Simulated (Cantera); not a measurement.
A Cantera script and what it prints.

```python
import numpy as np
import cantera as ct

gas_names = """
    AL ALH ALN ALO ALOH ALO2 ALO2H AL2 AL2O AL2O2 H HALO HNO HNO2 HNO3 HO2 H2 H2O H2O2 N NH NH2 NH3
    NH2OH NO NO2 NO3 N2 N2H2 N2H4 N2O O OH O2 O3
""".split()
cond_names = """
    AL(cr) AL(L) ALN(s) AL2O3(a) AL2O3(L) H2O(s) H2O(L)
""".split()


# ... load() reads the species with a 1 bar reference pressure and builds the phases ...
atoms = {
    'AlN': {'AL': 1, 'N': 1},
    'H2O': {'H': 2, 'O': 1},
}
top_T = {'ALN(s)': 2750}  # K; cautious upper limits of use, not melting points


# ... equilibrate(T, P, feed) seeds the gas with the atoms and calls Mixture.equilibrate('TP', solver="vcs", rtol=1e-11, max_steps=5000) ...
results = []
feed = {'AlN': 1, 'H2O': 5.7}  # mol
P = 17  # Pa
for T in [1250, 1300, 1350, 1400, 1450, 1500, 1550, 1600, 1650, 1700, 1750]:
    mix = equilibrate(T, P, feed)
    results.append((T, P, feed, dict(zip(mix.species_names, mix.species_moles))))
    x = sorted(zip(gas.X, gas.species_names), reverse=True)
    print(f"T = {T:g} K  P = {P:g} Pa  gas = {mix.phase_moles(0):.4g} mol")
    print("   x: " + "  ".join(f"{s} {v:.3e}" for v, s in x if v > 1e-06))
    print("   condensed (mol): " + ("  ".join(f"{mix.phase(i).name} {mix.phase_moles(i):.4g}"
          for i in range(1, mix.n_phases) if mix.phase_moles(i) > 1e-12) or "none"))
```

Output:

```
T = 1250 K  P = 17 Pa  gas = 6.2 mol
   x: H2O 6.774e-01  H2 2.419e-01  N2 8.064e-02  H 1.824e-05
   condensed (mol): AL2O3(a) 0.5
T = 1300 K  P = 17 Pa  gas = 6.2 mol
   x: H2O 6.774e-01  H2 2.419e-01  N2 8.064e-02  H 4.173e-05  OH 1.526e-06
   condensed (mol): AL2O3(a) 0.5
T = 1350 K  P = 17 Pa  gas = 6.2 mol
   x: H2O 6.774e-01  H2 2.419e-01  N2 8.064e-02  H 8.990e-05  OH 4.088e-06
   condensed (mol): AL2O3(a) 0.5
T = 1400 K  P = 17 Pa  gas = 6.201 mol
   x: H2O 6.773e-01  H2 2.418e-01  N2 8.064e-02  H 1.835e-04  OH 1.021e-05
   condensed (mol): AL2O3(a) 0.5
T = 1450 K  P = 17 Pa  gas = 6.201 mol
   x: H2O 6.773e-01  H2 2.417e-01  N2 8.063e-02  H 3.566e-04  OH 2.396e-05
   condensed (mol): AL2O3(a) 0.5
T = 1500 K  P = 17 Pa  gas = 6.202 mol
   x: H2O 6.771e-01  H2 2.415e-01  N2 8.062e-02  H 6.635e-04  OH 5.311e-05
   condensed (mol): AL2O3(a) 0.5
T = 1550 K  P = 17 Pa  gas = 6.204 mol
   x: H2O 6.769e-01  H2 2.412e-01  N2 8.059e-02  H 1.186e-03  OH 1.119e-04
   condensed (mol): AL2O3(a) 0.5
T = 1600 K  P = 17 Pa  gas = 6.207 mol
   x: H2O 6.764e-01  H2 2.408e-01  N2 8.055e-02  H 2.046e-03  OH 2.251e-04  O2 2.043e-06  NO 1.930e-06  O 1.590e-06
   condensed (mol): AL2O3(a) 0.5
T = 1650 K  P = 17 Pa  gas = 6.212 mol
   x: H2O 6.757e-01  H2 2.400e-01  N2 8.049e-02  H 3.413e-03  OH 4.341e-04  O2 6.424e-06  O 5.034e-06  NO 4.214e-06
   condensed (mol): AL2O3(a) 0.5
T = 1700 K  P = 17 Pa  gas = 6.22 mol
   x: H2O 6.744e-01  H2 2.389e-01  N2 8.038e-02  H 5.523e-03  OH 8.058e-04  O2 1.893e-05  O 1.492e-05  NO 8.796e-06
   condensed (mol): AL2O3(a) 0.5
T = 1750 K  P = 17 Pa  gas = 6.232 mol
   x: H2O 6.723e-01  H2 2.372e-01  N2 8.022e-02  H 8.688e-03  OH 1.444e-03  O2 5.258e-05  O 4.160e-05  NO 1.762e-05
   condensed (mol): AL2O3(a) 0.5
```

Cantera equilibrium calculation (NASA polynomials, part measured and part estimated; ideal gas, pure solids and liquids).
